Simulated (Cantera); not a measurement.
Input: 1 mol AlN, 2.6 mol O2, 4.4 mol N2, held at 0.00133 bar.

Method: chemical equilibrium by Gibbs-energy minimisation in Cantera with the NASA 1993 tables (ideal gas, pure condensed phases). Candidate condensed phases: Al, AlN, Al2O3; 16 gas species. Kinetics and transport are ignored.

x: gas mole fraction; n: condensed amount in mol.

```csv
T (°C),x N2,x O2,x O,x NO,x NO2,x AlO,n Al2O3(s)
550,0.726,0.274,3.30e-12,3.23e-6,(withheld),<1e-12,0.500
650,0.726,0.274,1.79e-10,1.37e-5,(withheld),<1e-12,0.500
750,0.726,0.274,4.46e-9,4.39e-5,(withheld),<1e-12,0.500
850,0.726,0.274,6.31e-8,0.000114,(withheld),<1e-12,0.500
950,0.726,0.274,5.79e-7,0.000255,(withheld),<1e-12,0.500
1050,0.726,0.274,3.81e-6,0.000503,(withheld),<1e-12,0.500
1150,0.725,0.274,1.93e-5,0.000901,(withheld),<1e-12,0.500
1250,0.725,0.273,7.90e-5,0.00150,(withheld),<1e-12,0.500
1350,0.725,0.273,0.000272,0.00233,(withheld),<1e-12,0.500
1450,0.724,0.272,0.000812,0.00345,(withheld),3.23e-12,0.500
1550,0.723,0.270,0.00215,0.00488,(withheld),9.54e-11,0.500
1650,0.721,0.267,0.00513,0.00663,(withheld),1.97e-9,0.500
1750,0.718,0.263,0.0112,0.00870,5.93e-7,3.02e-8,0.500
1850,0.712,0.254,0.0225,0.0110,6.33e-7,3.57e-7,0.500
```

Question: Fill in the missing entries.

Answer: 
- 550, x NO2: 3.26e-8
- 650, x NO2: 5.52e-8
- 750, x NO2: 8.46e-8
- 850, x NO2: 1.20e-7
- 950, x NO2: 1.62e-7
- 1050, x NO2: 2.08e-7
- 1150, x NO2: 2.59e-7
- 1250, x NO2: 3.13e-7
- 1350, x NO2: 3.69e-7
- 1450, x NO2: 4.27e-7
- 1550, x NO2: 4.86e-7
- 1650, x NO2: 5.42e-7
